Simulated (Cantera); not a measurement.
A closed system holds: 1 mol Si, 2.7 mol HCl, 5.1 mol H2, at 81000 Pa.

Method: chemical equilibrium by Gibbs-energy minimisation in Cantera with the NASA 1993 tables (ideal gas, pure condensed phases). Candidate condensed phases: Si; 19 gas species. Kinetics and transport are ignored.

Problem. What share of the Si ends up in condensed phases as a function of T (K), at 500, 600, 700, 800, 900, 1000, 1100, 1200, 1300, 1400, 1500, 1600?

Solution. 
| T (K) | Si condensed (%) | as |
|---|---|---|
| 500 | 24.1 | Si(s) |
| 600 | 24.3 | Si(s) |
| 700 | 24.5 | Si(s) |
| 800 | 24.9 | Si(s) |
| 900 | 25.6 | Si(s) |
| 1000 | 26.8 | Si(s) |
| 1100 | 28.8 | Si(s) |
| 1200 | 31.0 | Si(s) |
| 1300 | 32.4 | Si(s) |
| 1400 | 31.7 | Si(s) |
| 1500 | 28.7 | Si(s) |
| 1600 | 25.3 | Si(s) |
